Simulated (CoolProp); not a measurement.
A single-stage vapour-compression cycle with ethylene: evaporating at 228.15 K (dew point), condensing at 265.15 K (bubble point), superheat 8 K, subcooling 5 K, compressor efficiency 0.65, no pressure losses. Each further row changes one setting.

Values from CoolProp's reference Helmholtz-energy equation of state, Smukala 2000.

```tsv
case	cooling COP	pressure ratio	discharge temperature (K)	refrigerating effect (kJ/kg)	volumetric capacity (kJ/m³)
as stated	2.91	2.73	316.5	287	6130
evaporating temperature 233.15 K	3.51	2.34	309.3	?	7200
condensing temperature 260.15 K	?	2.42	306.4	304	6500
subcooling 10 K	?	2.73	316.5	?	6520
superheat 18 K	?	2.73	328.7	304	6070
compressor efficiency 0.55	2.46	2.73	325.4	287	6130
```

Question: Fill in the missing entries.

Answer: 
- evaporating temperature 233.15 K, refrigerating effect (kJ/kg): 289
- condensing temperature 260.15 K, cooling COP: 3.54
- subcooling 10 K, cooling COP: 3.09
- subcooling 10 K, refrigerating effect (kJ/kg): 305
- superheat 18 K, cooling COP: 2.88
